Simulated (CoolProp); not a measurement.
A single-stage vapour-compression cycle with cyclopentane: evaporating at 283.15 K (dew point), condensing at 341.15 K (bubble point), superheat 5 K, subcooling 8 K, compressor efficiency 0.65, no pressure losses. Each further row changes one setting.

Values from CoolProp's reference Helmholtz-energy equation of state, Gedanitz 2015.

```
case                              cooling COP  pressure ratio  discharge temperature (K)  refrigerating effect (kJ/kg)  volumetric capacity (kJ/m³)
--------------------------------  -----------  --------------  -------------------------  ----------------------------  ---------------------------
as stated                                   ?            7.99                      377.9                           329                          220
evaporating temperature 288.15 K         3.16            6.42                          ?                             ?                          274
condensing temperature 336.15 K             ?            6.89                          ?                           339                          227
subcooling 13 K                          2.87            7.99                      377.9                           339                          227
superheat 15 K                              ?            7.99                          ?                           341                          220
compressor efficiency 0.55               2.36            7.99                          ?                           329                          220
```

### Question
Fill in the missing entries.

### Answer

- as stated, cooling COP: 2.79
- evaporating temperature 288.15 K, discharge temperature (K): 373.9
- evaporating temperature 288.15 K, refrigerating effect (kJ/kg): 335
- condensing temperature 336.15 K, cooling COP: 3.11
- condensing temperature 336.15 K, discharge temperature (K): 371.9
- superheat 15 K, cooling COP: 2.80
- superheat 15 K, discharge temperature (K): 387.5
- compressor efficiency 0.55, discharge temperature (K): 391.0
